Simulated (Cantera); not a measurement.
Input: 1 mol S, 0.16 mol H2O, 20 mol N2, 0.42 mol SO2, at 1250 °C and 10.0 mbar.

Equilibrium computed with Cantera from the NASA thermochemical tables; the gas is ideal and each condensed phase is pure. Candidate condensed phases: H2O, H2SO4, S; 35 gas species. Kinetics and transport are ignored.

Q: What is the equilibrium state?

A: 
| Item | Value |
|---|---|
| x(N2) | 0.948 |
| x(S2) | 0.0224 |
| x(SO2) | 0.0202 |
| x(H2O) | 0.00516 |
| x(H2) | 0.00224 |
| x(SO) | 0.00173 |
| x(S2O) | 0.000129 |
| x(SH) | 0.000126 |
| x(H2S) | 0.000109 |
| gas amount | 21.10 mol |
| log10 activity of S(l) (absent) | -3.06 |
